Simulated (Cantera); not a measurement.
**Carbothermic reduction: CuO + C + CO**

Input: 1 mol CuO, 0.82 mol C, 0.03 mol CO, equilibrated at 0.400 bar.

These are equilibrium values from Cantera (NASA tables, ideal gas, pure condensed phases), not measurements of a reactor. Candidate condensed phases: C, Cu, CuO, Cu2O; 15 gas species. Kinetics and transport are ignored.

From 1650 K to 2450 K the condensed part is Cu(l). At 2550 K nothing is condensed. The main Cu-bearing gas is Cu throughout. The share of Cu in condensed phases is highest at 1650 K (100.0 %) and lowest at 2550 K (0.0 %).

```tsv
T (K)	log p CO	log p Cu	log p CO2	log p Cu2	log p O	log p CuO	n Cu(l)
1650	-0.50	-4.09	-1.07	-7.12	-9.58	-9.88	1.000
1750	-0.50	-3.52	-1.07	-6.34	-8.61	-8.87	0.999
1850	-0.50	-3.02	-1.07	-5.65	-7.75	-7.96	0.998
1950	-0.50	-2.57	-1.08	-5.03	-6.98	-7.16	0.994
2050	-0.51	-2.17	-1.08	-4.48	-6.28	-6.43	0.985
2150	-0.52	-1.80	-1.09	-3.98	-5.65	-5.78	0.965
2250	-0.54	-1.47	-1.11	-3.53	-5.08	-5.18	0.920
2350	-0.58	-1.17	-1.15	-3.12	-4.55	-4.64	0.823
2450	-0.67	-0.89	-1.24	-2.75	-4.07	-4.15	0.587
2550	-0.83	-0.68	-1.41	-2.48	-3.64	-3.73	0
```
log p: log10 of the partial pressure in bar; n: condensed amount in mol.
